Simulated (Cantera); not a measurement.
Mixture: 3.64 % C2H4, 16.0 % O2, 62.5 % N2, 17.8 % H2O, at 15800 Torr, adiabatic and at constant pressure. Ignition delay is the time to a rise of 400 K.

Detailed kinetics in Cantera: GRI-Mech 3.0 (53 species, 325 reactions). GRI-Mech 3.0 was tuned for natural gas; its chemistry of ethylene as a main component is partial and can be far from experiment. The pressure lies above the range GRI-Mech 3.0 was tuned for (to about 10 atm).

Q: Predict: delay at 1025 K; delay at 1075 K; delay at 1125 K; delay at 1175 K; delay at 1225 K; delay at 1275 K; apparent activation energy between 1175 and 1275 K.

A: 
```json
{
 "delay at 1025 K": "3.86 ms",
 "delay at 1075 K": "2.20 ms",
 "delay at 1125 K": "1.15 ms",
 "delay at 1175 K": "0.559 ms",
 "delay at 1225 K": "0.262 ms",
 "delay at 1275 K": "0.122 ms",
 "apparent activation energy between 1175 and 1275 K": "190 kJ/mol"
}
```
